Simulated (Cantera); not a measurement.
What does this Cantera script print?

```python
import numpy as np
import cantera as ct

gas_names = """
    CL CL2 H HCL H2 N NH NH2 NH3 N2 N2H2 N2H4 Si SiCL SiCL2 SiCL3 SiCL4 SiH SiHCL3 SiH2 SiH2CL2 SiH3
    SiH3CL SiH4 SiN Si2 Si2N Si3
""".split()
cond_names = """
    NH4CL(a) NH4CL(b) Si(cr) Si(L) Si3N4(a)
""".split()


# ... load() reads the species with a 1 bar reference pressure and builds the phases ...
atoms = {
    'SiH4': {'Si': 1, 'H': 4},
    'N2': {'N': 2},
    'HCl': {'H': 1, 'CL': 1},
}
top_T = {'Si3N4(a)': 2400}  # K; cautious upper limits of use, not melting points


# ... equilibrate(T, P, feed) seeds the gas with the atoms and calls Mixture.equilibrate('TP', solver="vcs", rtol=1e-11, max_steps=5000) ...
results = []
feed = {'SiH4': 1, 'N2': 27, 'HCl': 0.59}  # mol
T = 825  # K
P = 1900  # Pa
mix = equilibrate(T, P, feed)
results.append((T, P, feed, dict(zip(mix.species_names, mix.species_moles))))
x = sorted(zip(gas.X, gas.species_names), reverse=True)
print(f"T = {T:g} K  P = {P:g} Pa  gas = {mix.phase_moles(0):.4g} mol")
print("   x: " + "  ".join(f"{s} {v:.3e}" for v, s in x if v > 1e-06))
print("   condensed (mol): " + ("  ".join(f"{mix.phase(i).name} {mix.phase_moles(i):.4g}"
      for i in range(1, mix.n_phases) if mix.phase_moles(i) > 1e-12) or "none"))
```

It prints:

```
T = 825 K  P = 1900 Pa  gas = 28.92 mol
   x: N2 9.105e-01  H2 6.916e-02  HCL 2.037e-02  SiCL4 7.366e-06
   condensed (mol): Si3N4(a) 0.3333
```

Cantera equilibrium calculation (NASA polynomials, part measured and part estimated; ideal gas, pure solids and liquids). N2 is the only nitrogen source here; it is nearly inert below about 1500 K, so the nitride shown seldom forms there in practice.
